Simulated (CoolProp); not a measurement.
Properties of R124 along the isobar 0.263 MPa.

Computed with CoolProp (reference Helmholtz-energy equation of state, de Vries 1995).

```csv
T (°C),phase,Z,cp (kJ/(kg K)),conductivity (mW/(m K)),fugacity coefficient
66.25,gas,0.9561,0.8075,16.5,0.9578
77.95,gas,0.9611,0.8196,17.5,0.9624
89.65,gas,0.9654,0.8323,18.5,0.9664
101.45,gas,0.9691,0.8454,19.5,0.9699
113.15,gas,0.9723,0.8587,20.6,0.9729
124.85,gas,0.9751,0.8721,21.7,0.9756
136.55,gas,0.9775,0.8857,22.8,0.9779
148.25,gas,0.9796,0.8993,23.9,0.9800
160.05,gas,0.9815,0.9131,25.1,0.9818
```

Thermal conductivity comes from a separate model (Huber 2003), an estimate that may be off by 10 % or more.
